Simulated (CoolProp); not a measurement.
Vapour pressure (kPa) of hexamethyldisiloxane (MM): the reference equation beside estimates from Tc = 245.6 °C, pc = 1931 kPa, ω = 0.418.

The numbers come from the reference Helmholtz-energy equation of state, Thol 2016 in CoolProp.

| T (°C) | reference | Redlich-Kwong | Peng-Robinson |
|---|---|---|---|
| 6.05 | 1.965 | 11.46 | 2.111 |
| 19.65 | 4.225 | 20.22 | 4.437 |
| 33.25 | 8.355 | (withheld) | (withheld) |
| 46.85 | 15.38 | 52.65 | 15.69 |
| 60.45 | 26.64 | (withheld) | (withheld) |
| 74.15 | 43.90 | 114.7 | 44.14 |
| 87.75 | 68.86 | 160.4 | 69.00 |
| 101.35 | 103.8 | 218.1 | 103.9 |
| 114.95 | (withheld) | (withheld) | 151.3 |
| 128.55 | (withheld) | 375.2 | 214.2 |
| 142.15 | 294.5 | 477.7 | 295.6 |
| 155.75 | 396.4 | 598.0 | 399.0 |
| 169.35 | 523.1 | 737.4 | 527.9 |
| 182.95 | 678.4 | 897.3 | 686.5 |

Task: Some entries are withheld; supply them.

Result: 
- 33.25, Redlich-Kwong: 33.50
- 33.25, Peng-Robinson: 8.628
- 60.45, Redlich-Kwong: 79.11
- 60.45, Peng-Robinson: 26.93
- 114.95, reference: 151.2
- 114.95, Redlich-Kwong: 289.2
- 128.55, reference: 213.8

Absolute difference from the reference over all 14 rows, mean and median: Redlich-Kwong 168.5 and 121.5 %, Peng-Robinson 1.6 and 0.8 %.
